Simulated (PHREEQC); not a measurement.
Leach liquor with copper plating or etch bath

Solution A (6 mmol/kgw HCl and 10 mmol/kgw Li2SO4) is mixed with solution B (0.0034 mol/kgw Cu(NO3)2, 7.9e-05 mol/kgw HBF4 and 0.045 mol/kgw KCl) at 23 °C; shares are by mass of water, 1 kg in all. Oxygen is held at 0.21 atm. The system is closed to CO2. Solids allowed: Cu(OH)2, Brochantite, Antlerite, Atacamite, Cu2(OH)3NO3, Chalcanthite, CuF2:2H2O. Others were left out.

Computed with PHREEQC (ion-association model, wateq4f.dat).

```tsv
share of solution B	pH	Cu+2 (mol/kgw)	F- (mol/kgw)	HF (mol/kgw)	HSO4- (mol/kgw)
0	2.43	0	0	0	0.00171
0.05	2.44	0.000119	2.95e-6	1.28e-5	0.00155
0.1	2.46	0.000243	6.09e-6	2.55e-5	0.00140
0.15	2.48	0.000371	9.46e-6	3.79e-5	0.00126
0.2	2.50	0.000503	1.31e-5	5.00e-5	0.00113
0.25	2.52	0.000640	1.70e-5	6.18e-5	0.00100
0.3	2.54	0.000782	2.13e-5	7.33e-5	0.000879
0.35	2.56	0.000928	2.60e-5	8.43e-5	0.000766
0.4	2.59	0.00108	3.12e-5	9.48e-5	0.000659
0.45	2.62	0.00123	3.70e-5	0.000105	0.000560
0.5	2.65	0.00139	4.36e-5	0.000114	0.000469
0.55	2.69	0.00156	5.10e-5	0.000122	0.000385
0.6	2.73	0.00172	5.96e-5	0.000129	0.000309
0.65	2.78	0.00190	6.95e-5	0.000135	0.000241
0.7	2.84	0.00207	8.13e-5	0.000138	0.000181
0.75	2.90	0.00225	9.54e-5	0.000139	0.000129
0.8	2.98	0.00244	0.000113	0.000137	8.59e-5
0.85	3.08	0.00263	0.000134	0.000131	5.14e-5
0.9	3.20	0.00282	0.000162	0.000118	2.56e-5
0.95	3.38	0.00302	0.000198	9.64e-5	8.49e-6
1	3.66	0.00323	0.000248	6.16e-5	0
```

Species that the database lacks are ignored. Real BF4- forms and hydrolyses slowly; the run takes it at equilibrium.
